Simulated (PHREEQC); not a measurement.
PHREEQC input (ion-association model, phreeqc.dat):

```
SOLUTION_SPECIES
  2 NO3- + 12 H+ + 10 e- = N2 + 6 H2O  # shut off: nitrate stays nitrate
    -log_k -100
    -delta_h 0
    -analytic -100
SOLUTION 1
  temp 20
  units mmol/kgw
  pH 7 charge
  S(6) 15
  P 0.085
SOLUTION 2
  temp 20
  units mmol/kgw
  pH 7 charge
  K 3.283
  N(5) 0.083
END
SELECTED_OUTPUT 1
  -reset false
  -pH true
  -pe true
  -ionic_strength true
  -water true
  -totals K N P S N(5) N(3) N(0) N(-3) S(-2) S(6)
  -molalities H+ K+ SO4-2 NO3- PO4-3 OH- O2 HSO4- S-2 HS-
    H2S NO2- NH4+ NH3 NH4SO4- HPO4-2 H2PO4- H3PO4 KSO4- KHPO4-
PRINT
  -reset false
MIX 1
  1 1
  2 0
EQUILIBRIUM_PHASES 1
  O2(g) -0.68 10
END
# ... the last block is repeated for the other 10 points of share of solution B
```

Selected output (columns that matter, 11 of 11 rows; share of solution B added in front):

```
share of solution B	pH	mu	K	N	P	S	m_H+	m_K+	m_SO4-2	m_NO3-	m_OH-	m_HSO4-	m_H2PO4-	m_H3PO4
0	1.7098	0.029528	0	0	8.5e-05	0.015	0.022277	0	0.0072514	0	4.1453e-13	0.0077486	2.5736e-05	5.9264e-05
0.1	1.7544	0.027169	0.0003283	8.3e-06	7.65e-05	0.0135	0.02003	0.00032073	0.0068178	8.3e-06	4.5675e-13	0.0066745	2.4763e-05	5.1737e-05
0.2	1.8051	0.024752	0.00065659	1.66e-05	6.7999e-05	0.012	0.017754	0.00064213	0.006356	1.66e-05	5.1009e-13	0.0056294	2.3691e-05	4.4308e-05
0.3	1.8637	0.022269	0.00098488	2.49e-05	5.9499e-05	0.0105	0.015444	0.00096435	0.0058608	2.49e-05	5.7984e-13	0.0046185	2.2498e-05	3.7001e-05
0.4	1.9332	0.019705	0.0013132	3.3199e-05	5.0999e-05	0.0089998	0.013092	0.0012875	0.0053255	3.3199e-05	6.7544e-13	0.0036487	2.115e-05	2.9849e-05
0.5	2.0187	0.017042	0.0016415	4.1499e-05	4.2499e-05	0.0074998	0.01069	0.001612	0.0047408	4.1499e-05	8.1545e-13	0.0027295	1.9598e-05	2.29e-05
0.6	2.1296	0.014254	0.0019697	4.9798e-05	3.3999e-05	0.0059998	0.0082225	0.001938	0.0040931	4.9798e-05	1.0424e-12	0.0018749	1.7767e-05	1.6232e-05
0.7	2.2874	0.011297	0.002298	5.8098e-05	2.5499e-05	0.0044998	0.0056691	0.0022661	0.0033617	5.8098e-05	1.4813e-12	0.0011062	1.5524e-05	9.9745e-06
0.8	2.56	0.0081006	0.0026263	6.6397e-05	1.6999e-05	0.0029999	0.0029924	0.0025973	0.0025109	6.6397e-05	2.7325e-12	0.00046003	1.261e-05	4.3889e-06
0.9	3.9602	0.0045185	0.0029545	7.4696e-05	8.4996e-06	0.0014999	0.000117	0.0029337	0.0014677	7.4696e-05	6.7164e-11	1.1384e-05	8.3754e-06	1.1848e-07
1	11.643	0.003283	0.003283	8.3e-05	0	0	2.411e-12	0.003283	0	8.3e-05	0.0032	0	0	0
```
